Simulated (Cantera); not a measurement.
## Catalytic combustion on Pt

An isothermal plug-flow reactor at 1025 K and 1.01 bar (inlet), inlet velocity 0.16 m/s, active area per volume 490 1/m; feed 0.505 % CH4, 4.57 % O2, 94.9 % N2.

Model: Deutschmann's 1995 Pt surface mechanism with GRI-Mech 3.0 gas chemistry, integrated in Cantera. Catalytic surfaces can have several steady states; this one follows from the mechanism file's or the stated starting coverage. Mass transfer to the wall is taken as infinitely fast.

```json
[
 {"z (m)": "0.0001", "x CH4": "0.00483", "x O2": "0.0452", "x H2O": "0.000437", "x CO2": "0.000216", "x CO": "3.12e-6", "θ free Pt": "0.271", "θ O*": "0.729", "θ OH*": "0.000419"},
 {"z (m)": "0.00019", "x CH4": "0.00464", "x O2": "0.0448", "x H2O": "0.000816", "x CO2": "0.000405", "x CO": "3.01e-6", "θ free Pt": "0.271", "θ O*": "0.728", "θ OH*": "0.000551"},
 {"z (m)": "0.00033", "x CH4": "0.00436", "x O2": "0.0443", "x H2O": "0.00138", "x CO2": "0.000686", "x CO": "2.83e-6", "θ free Pt": "0.272", "θ O*": "0.728", "θ OH*": "0.000704"},
 {"z (m)": "0.00059", "x CH4": "0.00388", "x O2": "0.0433", "x H2O": "0.00234", "x CO2": "0.00117", "x CO": "2.52e-6", "θ free Pt": "0.273", "θ O*": "0.727", "θ OH*": "0.000907"},
 {"z (m)": "0.001", "x CH4": "0.00322", "x O2": "0.0420", "x H2O": "0.00365", "x CO2": "0.00182", "x CO": "2.10e-6", "θ free Pt": "0.274", "θ O*": "0.725", "θ OH*": "0.00113"},
 {"z (m)": "0.0019", "x CH4": "0.00212", "x O2": "0.0398", "x H2O": "0.00583", "x CO2": "0.00291", "x CO": "1.40e-6", "θ free Pt": "0.276", "θ O*": "0.722", "θ OH*": "0.00142"},
 {"z (m)": "0.0033", "x CH4": "0.00109", "x O2": "0.0378", "x H2O": "0.00788", "x CO2": "0.00393", "x CO": "7.26e-7", "θ free Pt": "0.279", "θ O*": "0.720", "θ OH*": "0.00166"},
 {"z (m)": "0.0059", "x CH4": "0.000311", "x O2": "0.0362", "x H2O": "0.00943", "x CO2": "0.00471", "x CO": "2.12e-7", "θ free Pt": "0.280", "θ O*": "0.718", "θ OH*": "0.00181"},
 {"z (m)": "0.01", "x CH4": "4.18e-5", "x O2": "0.0357", "x H2O": "0.00997", "x CO2": "0.00497", "x CO": "3.45e-8", "θ free Pt": "0.281", "θ O*": "0.717", "θ OH*": "0.00187"}
]
```
x: gas mole fraction; θ: surface coverage.
